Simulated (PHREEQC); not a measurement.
1 kg of water holding 0.28 mol MgBr2, 0.0063 mol NaCl, 0.33 mol KCl and 0.00061 mol CaSO4 is evaporated at 25 °C; the solids stay in contact with the brine. No CO2 enters from the air. Only these solids could form: Arcanite, Bischofite, Bloedite, Brucite, Carnallite, Epsomite, Glaserite, Glauberite, Gypsum, Anhydrite, Halite, Hexahydrite, Kainite, Kieserite, Leonite, Mirabilite, Misenite, Polyhalite, Portlandite, Schoenite, Sylvite, Syngenite, Thenardite, MgCl2_4H2O.

Model: Pitzer model, pitzer.dat, run in PHREEQC.

```json
[
 {"water left (kg)": "1", "ionic strength": "1.18", "water activity": "0.975", "Cl in solution (mol/kgw)": "0.336", "K in solution (mol/kgw)": "0.330", "Na in solution (mol/kgw)": "0.00630"},
 {"water left (kg)": "0.8219", "ionic strength": "1.43", "water activity": "0.969", "Cl in solution (mol/kgw)": "0.409", "K in solution (mol/kgw)": "0.402", "Na in solution (mol/kgw)": "0.00767"},
 {"water left (kg)": "0.6755", "ionic strength": "1.74", "water activity": "…", "Cl in solution (mol/kgw)": "0.498", "K in solution (mol/kgw)": "0.489", "Na in solution (mol/kgw)": "0.00933"},
 {"water left (kg)": "0.5552", "ionic strength": "2.12", "water activity": "…", "Cl in solution (mol/kgw)": "0.606", "K in solution (mol/kgw)": "0.594", "Na in solution (mol/kgw)": "0.0113"},
 {"water left (kg)": "0.4563", "ionic strength": "2.58", "water activity": "0.939", "Cl in solution (mol/kgw)": "0.737", "K in solution (mol/kgw)": "0.723", "Na in solution (mol/kgw)": "0.0138"},
 {"water left (kg)": "0.375", "ionic strength": "3.14", "water activity": "0.923", "Cl in solution (mol/kgw)": "0.897", "K in solution (mol/kgw)": "0.880", "Na in solution (mol/kgw)": "0.0168"},
 {"water left (kg)": "0.3082", "ionic strength": "3.82", "water activity": "…", "Cl in solution (mol/kgw)": "1.09", "K in solution (mol/kgw)": "1.07", "Na in solution (mol/kgw)": "0.0204"},
 {"water left (kg)": "0.2533", "ionic strength": "4.65", "water activity": "…", "Cl in solution (mol/kgw)": "1.33", "K in solution (mol/kgw)": "1.30", "Na in solution (mol/kgw)": "0.0249"},
 {"water left (kg)": "0.2082", "ionic strength": "5.66", "water activity": "…", "Cl in solution (mol/kgw)": "1.62", "K in solution (mol/kgw)": "1.58", "Na in solution (mol/kgw)": "0.0303"},
 {"water left (kg)": "0.1711", "ionic strength": "6.89", "water activity": "0.787", "Cl in solution (mol/kgw)": "1.97", "K in solution (mol/kgw)": "1.93", "Na in solution (mol/kgw)": "0.0368"},
 {"water left (kg)": "0.1407", "ionic strength": "8.38", "water activity": "0.722", "Cl in solution (mol/kgw)": "2.39", "K in solution (mol/kgw)": "2.35", "Na in solution (mol/kgw)": "0.0448"}
]
```

Task: Complete the blanks.

Result: 
- 0.6755, water activity: 0.961
- 0.5552, water activity: 0.952
- 0.3082, water activity: 0.902
- 0.2533, water activity: 0.873
- 0.2082, water activity: 0.836
